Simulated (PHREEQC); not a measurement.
Arsenic or selenium liquor: speciation

Consider water at 25 °C with 38 mmol/kgw Na2SeO4, 0.049 mmol/kgw HCl and 25 mmol/kgw FeCl3. Closed to the air; pH follows from the charge balance.

Equilibrium calculation in PHREEQC: ion-association model, wateq4f.dat.

The pH is 2.19, the ionic strength is 0.232 mol/kgw and the total alkalinity comes out as -50.0 meq/kg.

```
species     molality  activity   log γ
----------  --------  --------  ------
Na+           0.0760    0.0559  -0.133
Cl-           0.0691    0.0484  -0.155
SeO4-2        0.0340    0.0102  -0.521
H+           0.00807   0.00639  -0.101
Fe+3         0.00802  0.000982  -0.912
FeCl+2       0.00508   0.00144  -0.549
HSeO4-       0.00403   0.00299  -0.130
FeOH+2       0.00350  0.000989  -0.549
Fe2(OH)2+4   0.00320   2.63e-5  -2.085
Fe3(OH)4+5  0.000507   2.80e-7  -3.257
FeCl2+      0.000419  0.000311  -0.130
Fe(OH)2+     6.92e-5   5.10e-5  -0.132
FeCl3        1.43e-6   1.50e-6   0.023
```

This is a speciation only: nothing precipitates in the calculation. Saturation is exceeded, for instance for Hematite (slow to form), Goethite (slow to form); the values hold only as long as no solid forms.
